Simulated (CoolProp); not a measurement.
Vapour pressure (bar) of ethylene: the reference equation beside estimates from Tc = 282.4 K, pc = 50.42 bar, ω = 0.087.

Computed with CoolProp (reference Helmholtz-energy equation of state, Smukala 2000).

| T (K) | reference | van der Waals | Peng-Robinson |
|---|---|---|---|
| 167.3 | 0.8950 | 4.072 | 0.9098 |
| 175.4 | 1.425 | 5.337 | 1.439 |
| 183.6 | 2.180 | 6.863 | 2.191 |
| 191.7 | 3.191 | 8.633 | ___ |
| 199.8 | 4.518 | 10.68 | 4.519 |
| 208 | 6.239 | ___ | 6.235 |
| 216.1 | 8.370 | 15.70 | 8.364 |
| 224.2 | 10.99 | 18.67 | 10.99 |
| 232.4 | ___ | 22.02 | 14.21 |
| 240.5 | 17.98 | 25.67 | 18.02 |
| 248.6 | 22.45 | 29.68 | 22.52 |

### Question
Some entries are withheld; supply them.

### Answer

- 191.7, Peng-Robinson: 3.197
- 208, van der Waals: 13.05
- 232.4, reference: 14.20

Absolute difference from the reference over all 11 rows, mean and median: van der Waals 140.7 and 109.2 %, Peng-Robinson 0.4 and 0.2 %.
